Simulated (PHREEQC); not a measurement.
0.056 g of hydrous ferric oxide (600 m²/g; 0.2 weak and 0.005 strong sites per Fe, Dzombak-Morel constants, diffuse double layer) in 1 kg of water with 0.05 mol/kgw of an inert sodium salt, at 25 °C; the pH is set by adding NaOH or the inert anion's acid. Oxygen alone is held at its pressure in air (log pO2 = -0.68). CO2 from the air is kept out. No solid was allowed to form.

Model: ion-association model, wateq4f.dat, run in PHREEQC.

```
pH    surface charge σ (C/m²)  surface potential ψ (mV)
----  -----------------------  ------------------------
4                       0.294                       160
4.5                     0.238                       149
5                       0.181                       135
5.5                     0.130                       118
6.5                     0.058                        78
7                       0.034                        56
7.5                     0.017                        31
8                       0.003                         6
8.5                    -0.010                       -20
9                      -0.026                       -45
9.5                    -0.046                       -69
10.5                   -0.111                      -110
11                     -0.158                      -128
11.5                   -0.216                      -142
12                     -0.281                      -152
```
